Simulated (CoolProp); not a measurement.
A single-stage vapour-compression cycle with R11: evaporating at 267.15 K (dew point), condensing at 313.15 K (bubble point), superheat 8 K, subcooling 8 K, compressor efficiency 0.7, no pressure losses. Each further row changes one setting.

Computed with CoolProp (reference Helmholtz-energy equation of state, Jacobsen 1992).

| case | cooling COP | pressure ratio | discharge temperature (K) | refrigerating effect (kJ/kg) | volumetric capacity (kJ/m³) |
|---|---|---|---|---|---|
| as stated | 3.70 | 5.65 | 353.1 | 163 | 307 |
| evaporating temperature 272.15 K | 4.29 | 4.53 | 348.5 | 166 | 383 |
| condensing temperature 308.15 K | 4.21 | 4.82 | 345.6 | 168 | 315 |
| subcooling 13 K | 3.80 | 5.65 | 353.1 | 168 | 315 |
| superheat 18 K | 3.68 | 5.65 | 364.8 | 169 | 306 |
| compressor efficiency 0.6 | 3.17 | 5.65 | 364.7 | 163 | 307 |
